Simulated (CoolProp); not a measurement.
Aqueous calcium chloride as a coolant, 19 % by mass, freezing at -16.6 °C, 1 atm.

Values from CoolProp's Melinder's fits for secondary coolants.

| T (°C) | viscosity (mPa s) | cp (kJ/(kg K)) | conductivity (W/(m K)) | density (kg/m³) |
|---|---|---|---|---|
| -11.6 | 4.39 | 3.062 | 0.530 | 1177 |
| -7 | 3.77 | 3.077 | 0.537 | 1176 |
| -2.3 | 3.26 | 3.092 | 0.543 | 1175 |
| 2.3 | 2.85 | 3.106 | 0.550 | 1174 |
| 7 | 2.51 | 3.120 | 0.557 | 1174 |
| 11.6 | 2.23 | 3.133 | 0.564 | 1173 |
| 16.3 | 1.99 | 3.145 | 0.571 | 1172 |
| 20.9 | 1.79 | 3.156 | 0.577 | 1171 |
| 25.5 | 1.62 | 3.167 | 0.584 | 1169 |
| 30.2 | 1.47 | 3.177 | 0.591 | 1167 |
